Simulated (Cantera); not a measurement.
A closed system holds: 1 mol MgCl2, 0.14 mol HCl, 1.3 mol N2, held at 1927 °C.

Cantera equilibrium calculation (NASA polynomials, part measured and part estimated; ideal gas, pure solids and liquids). Candidate condensed phases: Mg, MgCl2, NH4Cl; 18 gas species. The numbers say what is thermodynamically allowed, not how fast it happens.

Q: At 750 Torr, list the 6 most abundant gas species with their mole fractions, and the condensed phases.

A: N2 0.531, MgCl2 0.407, HCl 0.0535, Cl 0.00525, H2 0.00174, MgCl 0.000999. Condensed: gas only.
